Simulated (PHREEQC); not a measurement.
A solution holds 110 mmol/kgw ZnSO4, 2.7 mmol/kgw MnCl2 and 0.65 mmol/kgw FeSO4, at 75 °C. Closed to the air; pH follows from the charge balance.

Model: ion-association model, phreeqc.dat, run in PHREEQC.

Precipitation was switched off in this run.

Q: What pH, density, ionic strength does the model give?

A: pH 5.04; density 0.992 g/cm³; ionic strength 0.218 mol/kgw.

Q: In which forms is S present?

A: ZnSO4 41 %, SO4-2 38 %, Zn(SO4)2-2 20 %, MnSO4 1.3 % of the S.

Constants without temperature data keep their 25 °C values here.
